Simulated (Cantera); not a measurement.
Feed: 1 mol CaF₂, 8 mol N₂, at 3.20e-5 bar.

Equilibrium computed with Cantera from the NASA thermochemical tables; the gas is ideal and each condensed phase is pure. Candidate condensed phases: Ca, CaF₂; 11 gas species. Equilibrium is a limit: real reactors are often held back by kinetics, nucleation or transport.

**Question.** Which condensed phases are stable at each of these points (T (°C)): 602, 702, 802, 902, 1002, 1102, 1202, 1302, 1402, 1502, 1602?

**Answer.** 
```csv
T (°C),condensed phases,Ca condensed (%)
602,CaF₂(s),100.0
702,CaF₂(s),100.0
802,CaF₂(s),100.0
902,CaF₂(s),100.0
1002,CaF₂(s),99.8
1102,CaF₂(s),97.1
1202,CaF₂(s),67.0
1302,gas only,0.0
1402,gas only,0.0
1502,gas only,0.0
1602,gas only,0.0
```

From 602 °C to 1202 °C the condensed part is CaF₂(s). From 1302 °C to 1602 °C nothing is condensed.
